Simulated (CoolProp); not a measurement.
Model: reference Helmholtz-energy equation of state, Lemmon 2004, in CoolProp. It is a short technical equation, of lower accuracy than the large ones.

Question: For n-dodecane, give the phase and the cv (kJ/(kg K)), Joule-Thomson coefficient (K/MPa), viscosity (µPa s) at 346.85 °C and 42.2 kPa.

Answer: 
- 346.85 °C and 42.2 kPa: gas; cv 2.86, Joule-Thomson coefficient 10.9, viscosity 9.61

Viscosity comes from a separate model (Huber 2004).
